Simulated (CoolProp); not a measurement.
Vapour-liquid equilibrium of R1234yf (1) + R134a (2) at 176.3 K; x and y are mole fractions of (1).

Values from CoolProp's multi-fluid Helmholtz-energy mixture model, Lemmon 2022 and Tillner-Roth 1994; pair parameters Bell 2022.

| x | bubble pressure, mixture model (kPa) | bubble pressure, Raoult's law (kPa) | y, mixture model | y, Raoult's law |
|---|---|---|---|---|
| 0.05 | 0.8421 | 0.8045 | 0.121 | 0.081 |
| 0.2 | 0.9907 | 0.8828 | 0.358 | 0.295 |
| 0.35 | 1.095 | 0.9612 | 0.508 | 0.474 |
| 0.5 | 1.172 | 1.039 | 0.624 | 0.626 |
| 0.65 | 1.230 | 1.118 | 0.727 | 0.756 |
| 0.8 | 1.272 | 1.196 | 0.833 | 0.870 |
| 0.95 | 1.297 | 1.274 | 0.954 | 0.969 |

The largest gap from Raoult's law is +13.9 % in bubble pressure, at x = 0.35. No azeotrope shows between x = 0.05 and 0.95.

The pair parameters rest on a limited set of measurements; away from them the model extrapolates.
